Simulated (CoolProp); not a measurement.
Tetradecamethylhexasiloxane (MD4M) along the isotherm 346.85 °C: Z from the reference equation and from simpler models built on Tc = 380.0 °C, pc = 8.286 bar, ω = 0.800; each cubic takes its own stable root.

Model: reference Helmholtz-energy equation of state, Thol 2019, in CoolProp.

```json
[
 {"p (bar)": "1.55", "phase": "gas", "reference": "0.9023"},
 {"p (bar)": "3.11", "phase": "gas", "reference": "0.7868"},
 {"p (bar)": "4.66", "phase": "gas", "reference": "0.6382"},
 {"p (bar)": "6.21", "phase": "liquid", "reference": "0.1123"},
 {"p (bar)": "7.77", "phase": "liquid", "reference": "0.1383"},
 {"p (bar)": "9.32", "phase": "liquid", "reference": "0.1636"},
 {"p (bar)": "10.9", "phase": "liquid", "reference": "0.1891"},
 {"p (bar)": "12.4", "phase": "liquid", "reference": "0.2129"}
]
```

How far does each simpler model (van der Waals, Redlich-Kwong, Soave-Redlich-Kwong, Peng-Robinson) lie from the reference over these 8 states: mean and median of the absolute difference, and the worst?


- van der Waals: mean 92.9 %, median 58.8 %, worst +458.5 % at 346.85 °C and 6.21 bar
- Redlich-Kwong: mean 20.8 %, median 23.9 %, worst +38.5 % at 346.85 °C and 6.21 bar
- Soave-Redlich-Kwong: mean 12.2 %, median 15.2 %, worst +19.6 % at 346.85 °C and 6.21 bar
- Peng-Robinson: mean 3.4 %, median 3.3 %, worst +6.1 % at 346.85 °C and 6.21 bar

At some of these states van der Waals gives the other phase, because its saturation line lies elsewhere.
